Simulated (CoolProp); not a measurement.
A simple Rankine cycle with R22: condensing at 310.15 K, boiler at 4.15 MPa, turbine inlet 361.6 K, turbine efficiency 0.65, pump efficiency 0.8, no recuperator. Each further row changes one setting.

Model: reference Helmholtz-energy equation of state, Kamei 1995, in CoolProp.

```tsv
case	thermal efficiency (%)	net work (kJ/kg)	heat in (kJ/kg)	turbine exit temperature (K)	volume ratio over the turbine
as stated	6.4	10.6	164	310.2	3.36
turbine inlet 381.6 K	7.1	14.0	196	323.5	3.01
condensing temperature 302.15 K	7.5	13.0	174	302.2	4.16
boiler pressure 2.91 MPa	5.2	10.0	194	325.2	2.06
turbine efficiency 0.55	5.2	8.48	164	310.2	3.41
```

The expansion ends wet for: as stated; condensing temperature 302.15 K; turbine efficiency 0.55.
